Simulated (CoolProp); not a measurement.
Vapour-liquid equilibrium of CH2F2 (R32) (1) + R1234yf (2) at 10.5 bar; x and y are mole fractions of (1).

Computed with CoolProp (multi-fluid Helmholtz-energy mixture model, Tillner-Roth 1997 and Lemmon 2022; pair parameters Bell 2023).

| x | bubble temperature (K) | y at the bubble point | dew temperature at overall composition x (K) | liquid density (mol/L) |
|---|---|---|---|---|
| 0.05 | [?] | 0.113 | 312.8 | 9.346 |
| 0.2 | 301.5 | 0.381 | 307.8 | 10.37 |
| 0.35 | 294.7 | 0.560 | 302.6 | 11.50 |
| 0.5 | 289.9 | 0.685 | 297.1 | 12.78 |
| 0.65 | 286.4 | 0.781 | 291.2 | 14.33 |
| 0.8 | [?] | 0.868 | [?] | [?] |
| 0.95 | [?] | 0.963 | 282.1 | 18.73 |

Q: Complete the blanks.

A: 
- 0.05, bubble temperature (K): 310.7
- 0.8, bubble temperature (K): 283.8
- 0.8, dew temperature at overall composition x (K): 285.8
- 0.8, liquid density (mol/L): 16.25
- 0.95, bubble temperature (K): 281.9

No azeotrope shows between x = 0.05 and 0.95.

The pair parameters rest on a limited set of measurements; away from them the model extrapolates.
